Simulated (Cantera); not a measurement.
An isothermal, constant-pressure homogeneous reactor starts with CH4 : CO2 : H2 = 1 : 0.45 : 0.42 (molar parts), at 1375 K and 100000 Pa.

Cantera simulation using GRI-Mech 3.0 (53 species, 325 reactions); the numbers are that mechanism's predictions, not measurements. GRI-Mech 3.0 stops at C3 and has no aromatics, soot or wall deposition, so with more carbon than oxygen in the feed, carbon stays in small species such as C2H2 where larger ones or solid carbon would form.

Question: Predict: x(CH4) at 3.00 s; x(CO2) at 3.00 s; x(H2) at 3.00 s; x(CH2O) at 3.00 s; x(OH) at 3.00 s.

Answer: 
| Quantity | Value |
|---|---|
| x(CH4) at 3.00 s | 0.410 (gas-phase equilibrium 0.152) |
| x(CO2) at 3.00 s | 0.170 (gas-phase equilibrium 1.85e-6) |
| x(H2) at 3.00 s | 0.271 (gas-phase equilibrium 0.513) |
| x(CH2O) at 3.00 s | 1.50e-7 (gas-phase equilibrium 7.36e-8) |
| x(OH) at 3.00 s | 4.29e-9 (gas-phase equilibrium <1e-12) |
